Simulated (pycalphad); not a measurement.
# Effect of Si content in Cu-Si

All values are pycalphad results on the COST 507 light-alloy database (1999) (1 atm), not direct measurements. The data set is of 1999 and partly superseded. Amounts are mole fractions of atoms. Diffusion is slow at the low end, where real alloys seldom reach equilibrium.

| alloy | liquidus (K) | first solid | solidus (K) | phases at 550 K |
|---|---|---|---|---|
| Cu-11.9Si (wt.%) | 1131 | CU19SI6_ETA | 1089 | CU19SI6_ETA 0.97, FCC_A1 0.03 |
| Cu-19.29Si (wt.%) | [?] | DIAMOND_A4 | 1074 | [?] |
| Cu-28Si (wt.%) | 1311 | DIAMOND_A4 | 1074 | CU19SI6_ETA 0.70, DIAMOND_A4 0.30 |
| Cu-86.6Si (wt.%) | 1653 | DIAMOND_A4 | 1074 | DIAMOND_A4 0.92, CU19SI6_ETA 0.08 |

Q: Some entries are withheld; supply them.

A: 
- Cu-19.29Si (wt.%), liquidus (K): 1162
- Cu-19.29Si (wt.%), phases at 550 K: CU19SI6_ETA 0.85, DIAMOND_A4 0.15

Database names, with the compositions (at.%) that they take in these runs: CU19SI6_ETA: Cu 76 Si 24. FCC_A1 is fcc; DIAMOND_A4 is diamond (Si).
